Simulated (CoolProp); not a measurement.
Vapour pressure (MPa) of n-octane: the reference equation beside estimates from Tc = 568.7 K, pc = 2.484 MPa, ω = 0.398. Clausius-Clapeyron is anchored at 404.3 K with a constant enthalpy of vaporisation of 34.00 kJ/mol.

Values from CoolProp's reference Helmholtz-energy equation of state, Beckmüller 2019.

| T (K) | reference | Clausius-Clapeyron | Redlich-Kwong | Peng-Robinson |
|---|---|---|---|---|
| 360.9 | 0.03093 | 0.03490 | 0.08945 | 0.03118 |
| 375.4 | 0.05040 | 0.05406 | 0.1296 | … |
| 389.8 | 0.07839 | 0.08084 | 0.1813 | … |
| 404.3 | 0.1178 | 0.1178 | 0.2470 | 0.1177 |
| 418.7 | 0.1707 | 0.1668 | 0.3277 | … |
| 433.2 | 0.2411 | 0.2313 | … | 0.2410 |
| 447.6 | 0.3311 | 0.3133 | … | 0.3312 |
| 462.1 | 0.4456 | 0.4173 | 0.6813 | 0.4464 |
| 476.5 | 0.5869 | 0.5453 | 0.8408 | 0.5889 |
| 491 | 0.7612 | 0.7026 | 1.025 | 0.7650 |
| 505.4 | 0.9706 | 0.8908 | 1.234 | 0.9770 |
| 519.9 | 1.223 | 1.116 | 1.470 | 1.233 |
| 534.4 | 1.524 | 1.382 | 1.735 | 1.537 |

Question: Fill in the missing entries.

Answer: 
- 375.4, Peng-Robinson: 0.05060
- 389.8, Peng-Robinson: 0.07849
- 418.7, Peng-Robinson: 0.1706
- 433.2, Redlich-Kwong: 0.4262
- 447.6, Redlich-Kwong: 0.5430

Absolute difference from the reference over all 13 rows, mean and median: Clausius-Clapeyron 6.3 and 7.1 %, Redlich-Kwong 77.8 and 64.0 %, Peng-Robinson 0.4 and 0.3 %.
